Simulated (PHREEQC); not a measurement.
**Polishing slurry liquid**

Solution (25 °C): 0.38 mol/kgw K2CO3 and 0.0002 mol/kgw H4SiO4. Closed to the air; pH follows from the charge balance.

Equilibrium calculation in PHREEQC: ion-association model, wateq4f.dat.

Each row changes one thing in this solution. No solid was allowed to form.

```json
[
 {"case": "as made", "pH": "11.54", "ionic strength (mol/kgw)": "1.13", "HCO3- (mol/kgw)": "0.00623", "H3SiO4- (mol/kgw)": "0.000184", "H2SiO4-2 (mol/kgw)": "1.46e-5", "H4SiO4 (mol/kgw)": "1.63e-6", "SI of Quartz (SiO2)": "-1.68"},
 {"case": "H4SiO4 from 0.0002 to 0.001 mol/kgw", "pH": "11.51", "ionic strength (mol/kgw)": "1.13", "HCO3- (mol/kgw)": "0.00667", "H3SiO4- (mol/kgw)": "0.000923", "H2SiO4-2 (mol/kgw)": "6.86e-5", "H4SiO4 (mol/kgw)": "8.79e-6", "SI of Quartz (SiO2)": "-0.95"},
 {"case": "temperature from 25 to 65 °C", "pH": "10.88", "ionic strength (mol/kgw)": "1.12", "HCO3- (mol/kgw)": "0.0164", "H3SiO4- (mol/kgw)": "0.000172", "H2SiO4-2 (mol/kgw)": "2.52e-5", "H4SiO4 (mol/kgw)": "2.31e-6", "SI of Quartz (SiO2)": "-2.05"},
 {"case": "diluted 100-fold with water", "pH": "10.82", "ionic strength (mol/kgw)": "0.0107", "HCO3- (mol/kgw)": "0.000733", "H3SiO4- (mol/kgw)": "1.82e-6", "H2SiO4-2 (mol/kgw)": "1.10e-8", "H4SiO4 (mol/kgw)": "1.69e-7", "SI of Quartz (SiO2)": "-2.79"},
 {"case": "temperature from 25 to 30 °C", "pH": "11.44", "ionic strength (mol/kgw)": "1.13", "HCO3- (mol/kgw)": "0.00710", "H3SiO4- (mol/kgw)": "0.000182", "H2SiO4-2 (mol/kgw)": "1.59e-5", "H4SiO4 (mol/kgw)": "1.73e-6", "SI of Quartz (SiO2)": "-1.72"},
 {"case": "K2CO3 from 0.38 to 0.038 mol/kgw", "pH": "11.20", "ionic strength (mol/kgw)": "0.112", "HCO3- (mol/kgw)": "0.00230", "H3SiO4- (mol/kgw)": "0.000190", "H2SiO4-2 (mol/kgw)": "4.17e-6", "H4SiO4 (mol/kgw)": "6.04e-6", "SI of Quartz (SiO2)": "-1.23"},
 {"case": "K2CO3 from 0.38 to 0.076 mol/kgw", "pH": "11.31", "ionic strength (mol/kgw)": "0.225", "HCO3- (mol/kgw)": "0.00310", "H3SiO4- (mol/kgw)": "0.000189", "H2SiO4-2 (mol/kgw)": "6.21e-6", "H4SiO4 (mol/kgw)": "4.28e-6", "SI of Quartz (SiO2)": "-1.36"},
 {"case": "0.057 mol/kgw KOH added", "pH": "12.52", "ionic strength (mol/kgw)": "1.20", "HCO3- (mol/kgw)": "0.000658", "H3SiO4- (mol/kgw)": "0.000113", "H2SiO4-2 (mol/kgw)": "8.66e-5", "H4SiO4 (mol/kgw)": "1.04e-7", "SI of Quartz (SiO2)": "-2.86"}
]
```

The ionic strength passes 0.7 mol/kgw, the rough limit of the ion-association models, in as made; H4SiO4 from 0.0002 to 0.001 mol/kgw; temperature from 25 to 65 °C; temperature from 25 to 30 °C; 0.057 mol/kgw KOH added. Complexes and solids missing from the database can't appear. At this temperature some constants are extrapolated from 25 °C, and those without enthalpy data are left unchanged.
